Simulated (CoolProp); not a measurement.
Vapour-liquid equilibrium of ethanol (1) + toluene (2) at 1.62 MPa; x and y are mole fractions of (1).

Values from CoolProp's multi-fluid Helmholtz-energy mixture model, Schroeder 2014 and Lemmon 2006; pair parameters Bell 2016.

Task: Give the bubble temperature and the first vapour's composition at x = 0.125, 0.2, 0.95. Is there an azeotrope?

Result: x = 0.125: 483.6 K, y = 0.431; x = 0.2: 472.5 K, y = 0.544; x = 0.95: 444.7 K, y = 0.962. No azeotrope shows between x = 0.05 and 0.95.

Pair parameters are fitted to limited data, so mixtures are less certain than the pure fluids.
